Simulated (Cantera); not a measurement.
**Adiabatic ignition**

An adiabatic, constant-pressure homogeneous reactor starts with CH4 : H2 : O2 : N2 : CO2 = 1 : 0.14 : 3.95 : 14.9 : 0.83 (molar parts), equivalence ratio 0.52, at 1400 K and 41000 Pa.

Model: GRI-Mech 3.0 (53 species, 325 reactions), integrated in Cantera.

```json
[
 {"t (s)": "8.00e-6", "T (K)": "1400", "x CH4": "0.0480", "x H2": "0.00672", "x O2": "0.190", "x H2O": "7.31e-9", "x O": "1.99e-9", "x OH": "2.56e-9", "x NO": "<1e-12"},
 {"t (s)": "1.72e-5", "T (K)": "1400", "x CH4": "0.0480", "x H2": "0.00672", "x O2": "0.190", "x H2O": "2.71e-8", "x O": "2.65e-9", "x OH": "3.57e-9", "x NO": "<1e-12"},
 {"t (s)": "3.71e-5", "T (K)": "1400", "x CH4": "0.0480", "x H2": "0.00672", "x O2": "0.190", "x H2O": "8.52e-8", "x O": "3.54e-9", "x OH": "5.03e-9", "x NO": "<1e-12"},
 {"t (s)": "8.00e-5", "T (K)": "1400", "x CH4": "0.0480", "x H2": "0.00672", "x O2": "0.190", "x H2O": "2.84e-7", "x O": "5.75e-9", "x OH": "8.75e-9", "x NO": "<1e-12"},
 {"t (s)": "0.000172", "T (K)": "1400", "x CH4": "0.0480", "x H2": "0.00672", "x O2": "0.190", "x H2O": "1.16e-6", "x O": "1.24e-8", "x OH": "1.99e-8", "x NO": "<1e-12"},
 {"t (s)": "0.000371", "T (K)": "1400", "x CH4": "0.0480", "x H2": "0.00672", "x O2": "0.190", "x H2O": "6.55e-6", "x O": "4.04e-8", "x OH": "6.61e-8", "x NO": "<1e-12"},
 {"t (s)": "0.000800", "T (K)": "1400", "x CH4": "0.0479", "x H2": "0.00671", "x O2": "0.190", "x H2O": "6.63e-5", "x O": "2.64e-7", "x OH": "4.32e-7", "x NO": "<1e-12"},
 {"t (s)": "0.00172", "T (K)": "1407", "x CH4": "0.0463", "x H2": "0.00666", "x O2": "0.189", "x H2O": "0.00151", "x O": "2.61e-6", "x OH": "5.27e-6", "x NO": "2.11e-12"},
 {"t (s)": "0.00371", "T (K)": "2218", "x CH4": "<1e-12", "x H2": "0.00269", "x O2": "0.0912", "x H2O": "0.0923", "x O": "0.00630", "x OH": "0.0109", "x NO": "9.31e-5"},
 {"t (s)": "0.00800", "T (K)": "2318", "x CH4": "<1e-12", "x H2": "0.00123", "x O2": "0.0900", "x H2O": "0.0968", "x O": "0.00274", "x OH": "0.00803", "x NO": "0.000441"},
 {"t (s)": "0.0172", "T (K)": "2320", "x CH4": "<1e-12", "x H2": "0.00119", "x O2": "0.0897", "x H2O": "0.0970", "x O": "0.00263", "x OH": "0.00788", "x NO": "0.00110"},
 {"t (s)": "0.0371", "T (K)": "2318", "x CH4": "<1e-12", "x H2": "0.00118", "x O2": "0.0891", "x H2O": "0.0970", "x O": "0.00259", "x OH": "0.00781", "x NO": "0.00241"},
 {"t (s)": "0.0800", "T (K)": "2315", "x CH4": "<1e-12", "x H2": "0.00116", "x O2": "0.0879", "x H2O": "0.0971", "x O": "0.00252", "x OH": "0.00769", "x NO": "0.00469"},
 {"t (s)": "0.172", "T (K)": "2310", "x CH4": "<1e-12", "x H2": "0.00114", "x O2": "0.0865", "x H2O": "0.0972", "x O": "0.00244", "x OH": "0.00754", "x NO": "0.00757"},
 {"t (s)": "0.371", "T (K)": "2308", "x CH4": "<1e-12", "x H2": "0.00113", "x O2": "0.0856", "x H2O": "0.0973", "x O": "0.00239", "x OH": "0.00744", "x NO": "0.00936"},
 {"t (s)": "0.800", "T (K)": "2307", "x CH4": "<1e-12", "x H2": "0.00113", "x O2": "0.0855", "x H2O": "0.0973", "x O": "0.00238", "x OH": "0.00743", "x NO": "0.00966"}
]
```
x: mole fraction; the columns are a selection and need not sum to one.

| Quantity | Value |
|---|---|
| time of steepest temperature rise | 2.52 ms |
| temperature at 0.800 s | 2307 K |
| equilibrium temperature | 2307 K |
| x(CH4) at 0.800 s | <1e-12 (gas-phase equilibrium <1e-12) |
| x(H2) at 0.800 s | 0.00113 (gas-phase equilibrium 0.00113) |
| x(O2) at 0.800 s | 0.0855 (gas-phase equilibrium 0.0855) |
